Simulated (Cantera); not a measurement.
Feed: 1 mol SiHCl3, 49 mol H2, equilibrated at 1625 K and 0.510 bar.

These are equilibrium values from Cantera (NASA tables, ideal gas, pure condensed phases), not measurements of a reactor. Candidate condensed phases: Si; 19 gas species. The tables' values for SiCl3 are old estimates; treat these amounts as uncertain. Equilibrium is a limit: real reactors are often held back by kinetics, nucleation or transport.

Base state: H2 0.949, HCl 0.0436, SiCl2 0.00701, SiCl3 0.000266, H 9.62e-5, SiHCl3 7.97e-5, SiH2Cl2 4.57e-5, SiCl4 2.35e-5 (mole fractions); condensed: Si(s).

Question: What changes in the equilibrium state with this change: SiHCl3 replaced by Si2H6?

Answer: 
```tsv
species	before	after
H2	0.949	1.000
H	9.62e-5	9.88e-5
HCl	0.0436	0
SiCl2	0.00701	0
SiCl3	0.000266	0
SiHCl3	7.97e-5	0
SiH2Cl2	4.57e-5	0
SiCl4	2.35e-5	0
Si(s), mol	0.620	2.00
```
The feed counts by its element totals alone.
